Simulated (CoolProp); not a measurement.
A single-stage vapour-compression cycle with n-butane: evaporating at 279.15 K (dew point), condensing at 306.15 K (bubble point), superheat 0 K, subcooling 0 K, compressor efficiency 0.9, no pressure losses. Each further row changes one setting.

Computed with CoolProp (reference Helmholtz-energy equation of state, Bücker 2006).

| case | cooling COP | pressure ratio | discharge temperature (K) | refrigerating effect (kJ/kg) | volumetric capacity (kJ/m³) |
|---|---|---|---|---|---|
| as stated | 8.32 | 2.40 | 306.1 | 315 | 1070 |
| evaporating temperature 284.15 K | 10.6 | 2.02 | 306.1 | 322 | 1290 |
| condensing temperature 301.15 K | 10.4 | 2.07 | 301.1 | 327 | 1110 |
| subcooling 5 K | 8.64 | 2.40 | 306.1 | 327 | 1110 |
| superheat 10 K | 8.40 | 2.40 | 315.7 | 332 | 1080 |
| compressor efficiency 0.8 | 7.39 | 2.40 | 308.3 | 315 | 1070 |

The compression ends wet for: as stated; evaporating temperature 284.15 K; condensing temperature 301.15 K; subcooling 5 K.
